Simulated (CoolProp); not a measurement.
Vapour-liquid equilibrium of R143a (1) + R1234yf (2) at 235.6 K; x and y are mole fractions of (1).

Values from CoolProp's multi-fluid Helmholtz-energy mixture model, Lemmon and Jacobsen 2000 and Lemmon 2022; pair parameters Bell 2016.

| x | bubble pressure (MPa) | y at the bubble point | dew pressure at overall composition x (MPa) | liquid density (mol/L) |
|---|---|---|---|---|
| 0.05 | 0.07512 | 0.112 | 0.07219 | 11.37 |
| 0.15 | 0.08494 | 0.292 | 0.07702 | 11.56 |
| 0.25 | 0.09426 | 0.431 | 0.08246 | 11.76 |
| 0.35 | 0.1032 | 0.544 | 0.08864 | 11.98 |
| 0.45 | 0.1118 | 0.639 | 0.09567 | 12.19 |
| 0.55 | 0.1203 | 0.721 | 0.1037 | 12.42 |
| 0.65 | 0.1285 | 0.793 | 0.1129 | 12.66 |
| 0.75 | 0.1367 | 0.859 | 0.1235 | 12.90 |
| 0.85 | 0.1448 | 0.918 | 0.1356 | 13.16 |
| 0.95 | 0.1529 | 0.974 | 0.1494 | 13.42 |

No azeotrope shows between x = 0.05 and 0.95.

Pair parameters are fitted to limited data, so mixtures are less certain than the pure fluids.
